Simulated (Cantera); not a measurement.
Cantera with NASA thermochemical tables; ideal gases at 1 bar, condensed phases pure. Values are per mole of reaction as written; species without (g) are pure solids or liquids, kept so even where they would boil at 1 bar. VN: taken at fixed stoichiometry.

4 NH₃(g) + 3 V₂O₄ → 4 VN + 12 OH(g) + 2 V

```
T (K)  ΔH° (kJ)  ΔS° (J/K)  ΔG° (kJ)  log10 K
-----  --------  ---------  --------  -------
300      4069.0     1330.6    3669.8  -638.96
798      4037.9     1252.2    3038.6  -198.90
898      4032.6     1246.0    2913.7  -169.48
998         [?]        [?]       [?]      [?]
1098     4019.9     1233.3    2665.8  -126.82
1198     4013.1     1227.3    2542.8  -110.87
1298     4005.9     1221.5    2420.3   -97.40
1398        [?]        [?]       [?]      [?]
```

### Question
Complete the blanks.

### Answer

- 998, ΔH° (kJ): 4026.6
- 998, ΔS° (J/K): 1239.6
- 998, ΔG° (kJ): 2789.4
- 998, log10 K: -146.00
- 1398, ΔH° (kJ): 3998.6
- 1398, ΔS° (J/K): 1216.1
- 1398, ΔG° (kJ): 2298.5
- 1398, log10 K: -85.88
